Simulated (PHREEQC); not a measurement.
# Metal-bearing waste water

Solution (25 °C): 7.6 mmol/kgw NiSO4, 34 mmol/kgw ZnCl2 and 0.032 mmol/kgw NaHCO3. Closed to the air; pH follows from the charge balance.

Computed with PHREEQC (ion-association model, wateq4f.dat).

No solid was allowed to form.

Problem. Estimate the pH.

Solution. pH 5.71.

Problem. In which forms is Cl present?

Solution. Cl- 96 %, ZnCl+ 2.9 %, NiCl+ 0.6 % of the Cl.
